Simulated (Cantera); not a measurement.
An adiabatic, constant-volume homogeneous reactor starts with CH4 : O2 : N2 = 1 : 2.99 : 11.2 (molar parts), at 1575 K and 12.8 atm.

Model: GRI-Mech 3.0 (53 species, 325 reactions), integrated in Cantera. The pressure lies above the range GRI-Mech 3.0 was tuned for (to about 10 atm).

### Question
Predict: time of steepest temperature rise; temperature at 3.00 s; equilibrium temperature; x(O2) at 3.00 s; x(NO) at 3.00 s; x(OH) at 3.00 s; x(HO2) at 3.00 s; x(NO2) at 3.00 s.

### Answer
| Quantity | Value |
|---|---|
| time of steepest temperature rise | 62.7 µs |
| temperature at 3.00 s | 2927 K |
| equilibrium temperature | 2927 K |
| x(O2) at 3.00 s | 0.0554 (gas-phase equilibrium 0.0554) |
| x(NO) at 3.00 s | 0.0214 (gas-phase equilibrium 0.0214) |
| x(OH) at 3.00 s | 0.0158 (gas-phase equilibrium 0.0158) |
| x(HO2) at 3.00 s | 3.28e-5 (gas-phase equilibrium 3.28e-5) |
| x(NO2) at 3.00 s | 3.31e-5 (gas-phase equilibrium 3.31e-5) |
